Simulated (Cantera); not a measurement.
What does this Cantera script print?

```python
import numpy as np
import cantera as ct

gas_names = """
    Cu CuO Cu2 H HO2 H2 H2O H2O2 O OH O2 O3
""".split()
cond_names = """
    Cu(cr) Cu(L) CuO(s) CuO2H2(s) Cu2O(s) Cu2O(L) H2O(s) H2O(L)
""".split()


# ... load() reads the species with a 1 bar reference pressure and builds the phases ...
atoms = {
    'CuO': {'Cu': 1, 'O': 1},
    'H2': {'H': 2},
    'H2O': {'H': 2, 'O': 1},
}
top_T = {'CuO(s)': 1390}  # K; cautious upper limits of use, not melting points


# ... equilibrate(T, P, feed) seeds the gas with the atoms and calls Mixture.equilibrate('TP', solver="vcs", rtol=1e-11, max_steps=5000) ...
results = []
feed = {'CuO': 1, 'H2': 350, 'H2O': 0.097}  # mol
P = 250000  # Pa
for T in [1048, 1123, 1198, 1273, 1348, 1423, 1498]:
    mix = equilibrate(T, P, feed)
    results.append((T, P, feed, dict(zip(mix.species_names, mix.species_moles))))

top = {s: max(r[3][s] / sum(r[3][g] for g in gas_names) for r in results) for s in gas_names}
cols = sorted((s for s in top if top[s] > 1e-06), key=lambda s: -top[s])[:8]
seen = [c for c in cond_names if any(r[3].get(c, 0) > 1e-12 for r in results)]
print("log10 of partial pressures in bar; condensed amounts in mol")
print(f"{'T/K':>10s}" + "".join(f"{s[:9]:>10s}" for s in cols + seen))
for T, P, feed, n in results:
    ng = sum(n[g] for g in gas_names)
    print(f"{T:10.4g}" + "".join(f"{np.log10(max(n[s] / ng * P / 1e5, 1e-99)):10.3f}" for s in cols)
          + "".join(f"{n.get(c, 0):10.4g}" for c in seen))
```

It prints:

```
log10 of partial pressures in bar; condensed amounts in mol
       T/K        H2       H2O         H        Cu    Cu(cr)     Cu(L)
      1048     0.397    -2.106    -7.914   -10.009         1         0
      1123     0.397    -2.106    -7.172    -8.902         1         0
      1198     0.397    -2.106    -6.523    -7.935         1         0
      1273     0.397    -2.106    -5.949    -7.084         1         0
      1348     0.397    -2.106    -5.437    -6.329    0.9999         0
      1423     0.397    -2.106    -4.979    -5.679         0    0.9997
      1498     0.397    -2.106    -4.567    -5.100         0    0.9989
```

Cantera equilibrium calculation (NASA polynomials, part measured and part estimated; ideal gas, pure solids and liquids).
